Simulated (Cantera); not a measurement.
Mixture: 5.00 % CH4, 20.0 % O2, 75.0 % N2, equivalence ratio 0.50, at 5.00 bar, adiabatic and at constant volume. Ignition delay is the time to a rise of 400 K.

Cantera simulation using GRI-Mech 3.0 (53 species, 325 reactions); the numbers are that mechanism's predictions, not measurements.

Question: Predict: delay at 1073 K; delay at 1273 K; delay at 1473 K; delay at 1673 K; delay at 1873 K; apparent activation energy between 1773 and 1973 K.

Answer: 
- delay at 1073 K: 41.2 ms
- delay at 1273 K: 2.77 ms
- delay at 1473 K: 0.318 ms
- delay at 1673 K: 58.5 µs
- delay at 1873 K: 16.2 µs
- apparent activation energy between 1773 and 1973 K: 160 kJ/mol
